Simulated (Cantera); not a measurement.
An adiabatic, constant-volume homogeneous reactor starts with CH4 : O2 : N2 : H2O = 1 : 5.71 : 21.5 : 1.8 (molar parts), equivalence ratio 0.35, at 1775 K and 101000 Pa. Integrator tolerance rtol = 1e-08.

Detailed kinetics in Cantera: GRI-Mech 3.0 (53 species, 325 reactions).

### Question
What does this change do: constant pressure in place of constant volume?

### Answer
| quantity | before | after |
|---|---|---|
| time of steepest temperature rise | 0.115 ms | 0.118 ms |
| temperature at 2.00 s | 2472 K | 2361 K |
| equilibrium temperature | 2472 K | 2361 K |
| x(CH4) at 2.00 s | <1e-12 (gas-phase equilibrium <1e-12) | <1e-12 (gas-phase equilibrium <1e-12) |
| x(O2) at 2.00 s | 0.113 (gas-phase equilibrium 0.113) | 0.115 (gas-phase equilibrium 0.115) |
| x(H2O) at 2.00 s | 0.118 (gas-phase equilibrium 0.118) | 0.120 (gas-phase equilibrium 0.120) |
| x(HCO) at 2.00 s | 3.79e-10 (gas-phase equilibrium 3.79e-10) | 1.19e-10 (gas-phase equilibrium 1.19e-10) |
| x(CH3) at 2.00 s | <1e-12 (gas-phase equilibrium <1e-12) | <1e-12 (gas-phase equilibrium <1e-12) |
| x(C2H4) at 2.00 s | <1e-12 (gas-phase equilibrium <1e-12) | <1e-12 (gas-phase equilibrium <1e-12) |
| x(CO2) at 2.00 s | 0.0306 (gas-phase equilibrium 0.0306) | 0.0316 (gas-phase equilibrium 0.0316) |

### Question
What does this change do: pressure from 101000 Pa to 610000 Pa?

### Answer
| quantity | before | after |
|---|---|---|
| time of steepest temperature rise | 0.115 ms | 24.1 µs |
| temperature at 2.00 s | 2472 K | 2518 K |
| equilibrium temperature | 2472 K | 2518 K |
| x(CH4) at 2.00 s | <1e-12 (gas-phase equilibrium <1e-12) | <1e-12 (gas-phase equilibrium <1e-12) |
| x(O2) at 2.00 s | 0.113 (gas-phase equilibrium 0.113) | 0.113 (gas-phase equilibrium 0.113) |
| x(H2O) at 2.00 s | 0.118 (gas-phase equilibrium 0.118) | 0.121 (gas-phase equilibrium 0.121) |
| x(HCO) at 2.00 s | 3.79e-10 (gas-phase equilibrium 3.79e-10) | 4.12e-10 (gas-phase equilibrium 4.12e-10) |
| x(CH3) at 2.00 s | <1e-12 (gas-phase equilibrium <1e-12) | <1e-12 (gas-phase equilibrium <1e-12) |
| x(C2H4) at 2.00 s | <1e-12 (gas-phase equilibrium <1e-12) | <1e-12 (gas-phase equilibrium <1e-12) |
| x(CO2) at 2.00 s | 0.0306 (gas-phase equilibrium 0.0306) | 0.0319 (gas-phase equilibrium 0.0319) |
